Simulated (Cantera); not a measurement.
A perfectly stirred reactor is fed with CH4 : H2 : O2 : N2 = 1 : 0.094 : 1.71 : 6.41 (molar parts), equivalence ratio 1.2, at 8250 Torr; it is adiabatic with a 423 K inlet, and is followed from long to short residence time, starting on the burning branch (τ in s: 0.057, 0.025, 0.011, 0.0047, 0.0021, 0.00089, 0.00039, 0.00017, 7.4e-05).

Cantera simulation using GRI-Mech 3.0 (53 species, 325 reactions); the numbers are that mechanism's predictions, not measurements.

Question: What does this change do: inlet temperature 423 to 625 K?

Answer: 
```tsv
quantity	before	after
blow-out, bracketed by the residence times tried	burning at 74.0 µs, the shortest tried	burning at 74.0 µs, the shortest tried
x(CH4) at τ = 57.0 ms	2.44e-5	5.75e-6
x(H2) at τ = 57.0 ms	0.0264	0.0256
x(O2) at τ = 57.0 ms	5.02e-5	8.07e-5
x(NO) at τ = 57.0 ms	0.000136	0.000305
x(C2H) at τ = 57.0 ms	1.08e-10	1.67e-11
x(CH4) at τ = 2.10 ms	0.000197	6.63e-5
x(H2) at τ = 2.10 ms	0.0262	0.0258
x(O2) at τ = 2.10 ms	0.000583	0.000463
x(NO) at τ = 2.10 ms	0.000243	0.000418
x(C2H) at τ = 2.10 ms	1.12e-8	2.73e-9
```

Question: What does this change do: pressure from 8250 Torr to 2700 Torr?

Answer: 
```json
[
 {"quantity": "blow-out, bracketed by the residence times tried", "before": "burning at 74.0 µs, the shortest tried", "after": "burning at 74.0 µs, the shortest tried"},
 {"quantity": "x(CH4) at τ = 57.0 ms", "before": "2.44e-5", "after": "1.78e-5"},
 {"quantity": "x(H2) at τ = 57.0 ms", "before": "0.0264", "after": "0.0265"},
 {"quantity": "x(O2) at τ = 57.0 ms", "before": "5.02e-5", "after": "0.000120"},
 {"quantity": "x(NO) at τ = 57.0 ms", "before": "0.000136", "after": "0.000254"},
 {"quantity": "x(C2H) at τ = 57.0 ms", "before": "1.08e-10", "after": "1.38e-10"},
 {"quantity": "x(CH4) at τ = 2.10 ms", "before": "0.000197", "after": "8.47e-5"},
 {"quantity": "x(H2) at τ = 2.10 ms", "before": "0.0262", "after": "0.0271"},
 {"quantity": "x(O2) at τ = 2.10 ms", "before": "0.000583", "after": "0.00101"},
 {"quantity": "x(NO) at τ = 2.10 ms", "before": "0.000243", "after": "0.000376"},
 {"quantity": "x(C2H) at τ = 2.10 ms", "before": "1.12e-8", "after": "4.49e-9"}
]
```

Question: What does this change do: 0.42 parts H2O added?

Answer: 
```csv
quantity,before,after
"blow-out, bracketed by the residence times tried","burning at 74.0 µs, the shortest tried","burning at 0.170 ms, out at 74.0 µs"
x(CH4) at τ = 57.0 ms,2.44e-5,5.24e-5
x(H2) at τ = 57.0 ms,0.0264,0.0283
x(O2) at τ = 57.0 ms,5.02e-5,5.79e-5
x(NO) at τ = 57.0 ms,0.000136,8.56e-5
x(C2H) at τ = 57.0 ms,1.08e-10,2.20e-10
x(CH4) at τ = 2.10 ms,0.000197,0.000453
x(H2) at τ = 2.10 ms,0.0262,0.0276
x(O2) at τ = 2.10 ms,0.000583,0.000843
x(NO) at τ = 2.10 ms,0.000243,0.000134
x(C2H) at τ = 2.10 ms,1.12e-8,2.45e-8
```
